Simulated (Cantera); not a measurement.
A perfectly stirred reactor is fed with CO : O₂ : H₂O : N₂ = 0.003 : 0.044 : 0.00067 : 1 (molar parts), equivalence ratio 0.034, at 500000 Pa; it is held at 1450 K, and followed from long to short residence time.

Model: GRI-Mech 3.0 (53 species, 325 reactions), integrated in Cantera.

Task: What does this change do: CO 0.003 to 0.005 parts?

Result: 
| quantity | before | after |
|---|---|---|
| x(CO) at τ = 6.90 s | 7.15e-6 | 1.06e-5 |
| x(O₂) at τ = 6.90 s | 0.0406 | 0.0396 |
| x(H₂O) at τ = 6.90 s | 0.000638 | 0.000638 |
| x(NO) at τ = 6.90 s | 2.22e-6 | 3.61e-6 |
| x(NO₂) at τ = 6.90 s | 4.17e-8 | 7.86e-8 |
| x(CO) at τ = 94.0 ms | 0.000167 | 0.000247 |
| x(O₂) at τ = 94.0 ms | 0.0407 | 0.0397 |
| x(H₂O) at τ = 94.0 ms | 0.000634 | 0.000633 |
| x(NO) at τ = 94.0 ms | 2.50e-6 | 4.30e-6 |
| x(NO₂) at τ = 94.0 ms | 1.05e-7 | 1.82e-7 |
